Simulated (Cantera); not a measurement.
## Stirred combustor or abatement burner

A perfectly stirred reactor is fed with CH₄ : H₂ : O₂ : N₂ = 1 : 0.16 : 3.2 : 12 (molar parts), equivalence ratio 0.65, at 0.950 bar; it is adiabatic with a 675 K inlet, and is followed from long to short residence time, starting on the burning branch (τ in s: 0.43, 0.18, 0.071, 0.029, 0.012, 0.0047, 0.0019, 0.00077, 0.00031, 0.00013, 5.1e-05).

Model: GRI-Mech 3.0 (53 species, 325 reactions), integrated in Cantera.

| τ (s) | T (K) | x CH₄ | x H₂ | x O₂ | x H₂O₂ | x OH | x C₂H₆ |
|---|---|---|---|---|---|---|---|
| 0.43 | 2047 | 1.11e-6 | 0.000238 | 0.0679 | 7.34e-8 | 0.00236 | <1e-12 |
| 0.18 | 2046 | 2.46e-6 | 0.000271 | 0.0681 | 7.54e-8 | 0.00251 | 2.15e-12 |
| 0.071 | 2042 | 5.36e-6 | 0.000350 | 0.0683 | 8.02e-8 | 0.00282 | 9.27e-12 |
| 0.029 | 2034 | 1.05e-5 | 0.000511 | 0.0684 | 9.13e-8 | 0.00336 | 2.98e-11 |
| 0.012 | 2020 | 1.91e-5 | 0.000810 | 0.0686 | 1.13e-7 | 0.00414 | 7.78e-11 |
| 0.0047 | 1995 | 3.54e-5 | 0.00135 | 0.0690 | 1.51e-7 | 0.00519 | 1.96e-10 |
| 0.0019 | 1958 | 6.54e-5 | 0.00217 | 0.0697 | 2.07e-7 | 0.00626 | 4.93e-10 |
| 0.00077 | 1906 | 0.000127 | 0.00328 | 0.0711 | 2.91e-7 | 0.00716 | 1.42e-9 |
| 0.00031 | 1836 | 0.000272 | 0.00462 | 0.0736 | 4.20e-7 | 0.00759 | 5.47e-9 |
| 0.00013 | 1751 | 0.000665 | 0.00606 | 0.0783 | 6.16e-7 | 0.00719 | 3.24e-8 |
| 5.1e-5 | 675 | 0.0611 | 0.00978 | 0.196 | <1e-12 | <1e-12 | <1e-12 |
x: mole fraction; the columns are a selection and need not sum to one.
